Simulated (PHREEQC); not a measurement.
Consider water at 25 °C with 0.0035 mol HF, 3.5e-05 mol (CH3)4NF and 7.8e-05 mol H2SO4 per kg of water. Closed to the air; pH follows from the charge balance.

Model: ion-association model, phreeqc.dat, run in PHREEQC.

Precipitation was switched off in this run.

### Question
Order these F species by the share of F that they hold, largest first: F-, HF, HF2-.

### Answer
HF (65 %), F- (35 %), HF2- (0.61 %)

The pH is 2.89 and the ionic strength 0.00146 mol/kgw. (CH3)4N+ isn't in the database: it is added as a free cation with an ion size of 4 Å.
